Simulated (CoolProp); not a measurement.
A closed Brayton cycle with carbon dioxide: compressor inlet 306.15 K and 8 MPa, high pressure 18 MPa, turbine inlet 680 K, compressor efficiency 0.85, turbine efficiency 0.93, recuperator effectiveness 0 (on enthalpy, no pinch check). Each further row changes one setting.

The numbers come from the reference Helmholtz-energy equation of state, Span 1996 in CoolProp.

```json
[
 {"case": "as stated", "thermal efficiency (%)": "13.3", "net work (kJ/kg)": "71.5", "compressor to turbine work": "0.20", "compressor exit (K)": "330.3", "turbine exit (K)": "590.4"},
 {"case": "turbine inlet 630 K", "thermal efficiency (%)": "13.3", "net work (kJ/kg)": "(withheld)", "compressor to turbine work": "(withheld)", "compressor exit (K)": "330.3", "turbine exit (K)": "544.0"},
 {"case": "compressor inlet 316.15 K", "thermal efficiency (%)": "13.1", "net work (kJ/kg)": "(withheld)", "compressor to turbine work": "0.39", "compressor exit (K)": "(withheld)", "turbine exit (K)": "590.4"},
 {"case": "high pressure 15.3 MPa", "thermal efficiency (%)": "10.9", "net work (kJ/kg)": "59.4", "compressor to turbine work": "0.18", "compressor exit (K)": "325.1", "turbine exit (K)": "608.1"},
 {"case": "recuperator effectiveness 0.5", "thermal efficiency (%)": "18.9", "net work (kJ/kg)": "71.5", "compressor to turbine work": "0.20", "compressor exit (K)": "330.3", "turbine exit (K)": "590.4"}
]
```

Task: What belongs in the gaps?

Result: 
- turbine inlet 630 K, net work (kJ/kg): 63.5
- turbine inlet 630 K, compressor to turbine work: 0.22
- compressor inlet 316.15 K, net work (kJ/kg): 53.9
- compressor inlet 316.15 K, compressor exit (K): 378.4
